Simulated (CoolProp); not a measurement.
CH2F2 (R32) at 254.56 K and 1.13 MPa flows at 1.9 m/s in a round tube of 50 mm bore and 1.5 µm roughness, fully developed (64/Re and Nu = 3.66 if laminar; Colebrook and Gnielinski if turbulent). Each further row changes one setting.

Model: reference Helmholtz-energy equation of state, Tillner-Roth 1997, in CoolProp.

```json
[
 {"case": "as stated", "Reynolds number": "547000", "Darcy friction factor": "0.0134", "pressure drop (Pa/m)": "?", "heat-transfer coefficient (W/(m² K))": "4610", "mass flow (kg/h)": "15000"},
 {"case": "velocity 3.8 m/s", "Reynolds number": "1090000", "Darcy friction factor": "0.0121", "pressure drop (Pa/m)": "1960", "heat-transfer coefficient (W/(m² K))": "?", "mass flow (kg/h)": "30000"},
 {"case": "diameter 100 mm", "Reynolds number": "1090000", "Darcy friction factor": "0.0118", "pressure drop (Pa/m)": "238", "heat-transfer coefficient (W/(m² K))": "4130", "mass flow (kg/h)": "?"}
]
```

Some entries are withheld; supply them.


- as stated, pressure drop (Pa/m): 540
- velocity 3.8 m/s, heat-transfer coefficient (W/(m² K)): 8460
- diameter 100 mm, mass flow (kg/h): 60100

Viscosity comes from a separate model (Bell 2016), an estimate that may be off by 10 % or more. Thermal conductivity comes from a separate model (Huber 2003), an estimate that may be off by 10 % or more.
